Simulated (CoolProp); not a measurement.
The numbers come from the reference Helmholtz-energy equation of state, Lemmon 2006 in CoolProp. It is a short technical equation, of lower accuracy than the large ones.

Task: For CH3F (R41), give the phase and the density (kg/m³), fugacity coefficient at 67.25 °C and 1.27 MPa; 67.25 °C and 6.33 MPa.

Result: 
- 67.25 °C and 1.27 MPa: gas; density 16.4, fugacity coefficient 0.934
- 67.25 °C and 6.33 MPa: supercritical; density 128, fugacity coefficient 0.695
